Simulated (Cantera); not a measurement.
Feed: 1 mol V2O5, 0.81 mol H2, 7.8 mol N2, at 1200 K and 13.3 mbar.

Equilibrium computed with Cantera from the NASA thermochemical tables; the gas is ideal and each condensed phase is pure. Candidate condensed phases: H2O, V, VN, VO, V2O3, V2O4, V2O5; 28 gas species. Condensed phases not in the tables: the oxides between V2O3 and V2O5 other than VO2. Kinetics and transport are ignored.

**Question.** What is the equilibrium state?

**Answer.** 
| Item | Result |
|---|---|
| x(N2) | 0.896 |
| x(H2O) | 0.0930 |
| x(O2) | 0.0109 |
| x(NO) | 4.75e-5 |
| x(OH) | 4.05e-6 |
| n(V2O4(s)) | 1.00 mol |
| gas amount | 8.705 mol |
| log10 activity of V2O5(l) (absent) | -0.63 |
| log10 activity of V(s) (absent) | -18.59 |
